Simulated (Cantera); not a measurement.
Feed: 1 mol S, 0.028 mol O₂, 0.32 mol N₂, held at 3373 K and 480000 Pa.

These are equilibrium values from Cantera (NASA tables, ideal gas, pure condensed phases), not measurements of a reactor. Candidate condensed phases: S; 17 gas species. The numbers say what is thermodynamically allowed, not how fast it happens.

Base state: S₂ 0.407, N₂ 0.340, S 0.195, SO 0.0515, SO₂ 0.00258, S₂O 0.00153, SN 0.00149, O 0.000877 (mole fractions); condensed: gas only.

Problem. What changes in the equilibrium state with this change: temperature from 3373 K to 1873.15 K?

Solution. 
| species | before | after |
|---|---|---|
| S₂ | 0.407 | 0.576 |
| N₂ | 0.340 | 0.384 |
| SO₂ | 0.00258 | 0.0269 |
| S | 0.195 | 0.000454 |
| SO | 0.0515 | 0.00575 |
| O | 0.000877 | 1.01e-8 |
| N | 3.15e-5 | <1e-9 |
| O₂ | 2.95e-5 | 8.66e-9 |
| NO | 0.000556 | 7.48e-7 |
